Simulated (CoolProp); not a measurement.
1000 sccm (0 °C, 1 atm) of nitrogen bubbles through liquid dimethyl carbonate at 304.5 K and leaves saturated at a total pressure of 0.0268 MPa (ideal gas phase). Each further row changes one setting.

Values from CoolProp's reference Helmholtz-energy equation of state, Zhou 2011.

```
case                       vapour pressure (kPa)  mole fraction of vapour  delivery (mg/min)  delivery (sccm)  change of delivery for a bath 1 K warmer (%)
-------------------------  ---------------------  -----------------------  -----------------  ---------------  --------------------------------------------
as stated                                   9.98                    0.372               2390              593                                           8.2
bath temperature 309.5 K                    12.7                    0.473               3610              898                                           9.5
total pressure 0.0536 MPa                   9.98                    0.186                920              229                                           6.2
```
